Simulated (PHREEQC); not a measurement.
A solution holds 0.21 mol KHSO4 and 0.013 mol NaHCO3 per kg of water, at 25 °C. Closed to the air; pH follows from the charge balance.

Computed with PHREEQC (ion-association model, wateq4f.dat).

This is a speciation only: nothing precipitates in the calculation.

Order these S species by the share of S that they hold, largest first: NaSO4-, SO4-2, KSO4-, HSO4-.

HSO4- (59 %), SO4-2 (31 %), KSO4- (9.3 %), NaSO4- (0.45 %)

The pH is 1.25 and the ionic strength 0.341 mol/kgw.
